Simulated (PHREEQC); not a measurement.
Make-up at 55 °C: 0.02 mol HCl, 0.00015 mol ZnSO4 and 0.00027 mol MnSO4 per kg of water. Closed to the air; pH follows from the charge balance.

Model: ion-association model, phreeqc.dat, run in PHREEQC.

Question: The ionic strength comes out as 0.0210 mol/kgw. What activity coefficients do H+, HSO4-, Zn+2, MnCl+, Mn+2 get?

Answer: H+ 0.88, HSO4- 0.86, Zn+2 0.56, MnCl+ 0.86, Mn+2 0.57.

Precipitation was switched off in this run. At this temperature some constants are extrapolated from 25 °C, and those without enthalpy data are left unchanged.
